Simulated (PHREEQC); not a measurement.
Solution (25 °C): 0.14 mol Cu(NO3)2 and 8.8e-05 mol H3BO3 per kg of water. Closed to the air; pH follows from the charge balance.

Model: ion-association model, wateq4f.dat, run in PHREEQC.

Precipitation was switched off in this run.

**Question.** Estimate the pH, activity of water.

**Answer.** pH 4.15; activity of water 0.993.
